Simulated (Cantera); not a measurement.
An adiabatic, constant-pressure homogeneous reactor starts with 13.2 % CH4, 4.50 % CO, 13.0 % O2, 69.2 % N2, equivalence ratio 2.2, at 1525 K and 1.00 bar.

Model: GRI-Mech 3.0 (53 species, 325 reactions), integrated in Cantera.

Task: Predict: time of steepest temperature rise; temperature at 0.100 s; equilibrium temperature; x(CO) at 0.100 s; x(O2) at 0.100 s; x(CO2) at 0.100 s; x(HCN) at 0.100 s.

Result: 
| Quantity | Result |
|---|---|
| time of steepest temperature rise | 1.84 ms |
| temperature at 0.100 s | 2342 K |
| equilibrium temperature | 2342 K |
| x(CO) at 0.100 s | 0.139 (gas-phase equilibrium 0.139) |
| x(O2) at 0.100 s | 3.50e-6 (gas-phase equilibrium 3.50e-6) |
| x(CO2) at 0.100 s | 0.0171 (gas-phase equilibrium 0.0171) |
| x(HCN) at 0.100 s | 1.24e-7 (gas-phase equilibrium 1.19e-7) |
